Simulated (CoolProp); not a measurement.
A single-stage vapour-compression cycle with R134a: evaporating at 255.15 K (dew point), condensing at 319.15 K (bubble point), superheat 10 K, subcooling 2 K, compressor efficiency 0.85, no pressure losses. Each further row changes one setting.

The numbers come from the reference Helmholtz-energy equation of state, Tillner-Roth 1994 in CoolProp.

```json
[
 {"case": "as stated", "cooling COP": "2.45", "pressure ratio": "8.23", "discharge temperature (K)": "344.6", "refrigerating effect (kJ/kg)": "134", "volumetric capacity (kJ/m³)": "938"},
 {"case": "evaporating temperature 260.15 K", "cooling COP": "2.78", "pressure ratio": "6.69", "discharge temperature (K)": "342.7", "refrigerating effect (kJ/kg)": "137", "volumetric capacity (kJ/m³)": "?"},
 {"case": "condensing temperature 314.15 K", "cooling COP": "?", "pressure ratio": "?", "discharge temperature (K)": "339.1", "refrigerating effect (kJ/kg)": "141", "volumetric capacity (kJ/m³)": "?"},
 {"case": "subcooling 7 K", "cooling COP": "2.59", "pressure ratio": "8.23", "discharge temperature (K)": "344.6", "refrigerating effect (kJ/kg)": "141", "volumetric capacity (kJ/m³)": "991"},
 {"case": "superheat 20 K", "cooling COP": "?", "pressure ratio": "8.23", "discharge temperature (K)": "354.8", "refrigerating effect (kJ/kg)": "142", "volumetric capacity (kJ/m³)": "953"},
 {"case": "compressor efficiency 0.75", "cooling COP": "?", "pressure ratio": "8.23", "discharge temperature (K)": "351.4", "refrigerating effect (kJ/kg)": "134", "volumetric capacity (kJ/m³)": "938"}
]
```

Question: Complete the blanks.

Answer: 
- evaporating temperature 260.15 K, volumetric capacity (kJ/m³): 1170
- condensing temperature 314.15 K, cooling COP: 2.77
- condensing temperature 314.15 K, pressure ratio: 7.22
- condensing temperature 314.15 K, volumetric capacity (kJ/m³): 990
- superheat 20 K, cooling COP: 2.48
- compressor efficiency 0.75, cooling COP: 2.16
